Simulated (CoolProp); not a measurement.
CF4 (R14) at several states: Z from the reference equation and from simpler models built on Tc = 227.4 K, pc = 3762 kPa, ω = 0.178; each cubic takes its own stable root.

Model: reference Helmholtz-energy equation of state, Platzer 1990, in CoolProp. This equation is an older, rougher fit; its heat capacities, sound speeds and derivatives of the liquid may be far off and weren't checked against measurements.

```tsv
T (K)	p (kPa)	phase	reference	van der Waals	Redlich-Kwong	Soave-Redlich-Kwong
230.8	952	gas	0.9132	(withheld)	(withheld)	0.9132
229.1	15300	supercritical	(withheld)	0.7585	(withheld)	(withheld)
343.6	3650	gas	0.9286	(withheld)	(withheld)	(withheld)
335.3	80.4	gas	0.9981	0.9977	0.9978	0.9983
```

Q: Complete the blanks.

A: 
- 230.8, van der Waals: 0.9226
- 230.8, Redlich-Kwong: 0.9127
- 229.1, reference: 0.5802
- 229.1, Redlich-Kwong: 0.6001
- 229.1, Soave-Redlich-Kwong: 0.6009
- 343.6, van der Waals: 0.8986
- 343.6, Redlich-Kwong: 0.9123
- 343.6, Soave-Redlich-Kwong: 0.9381
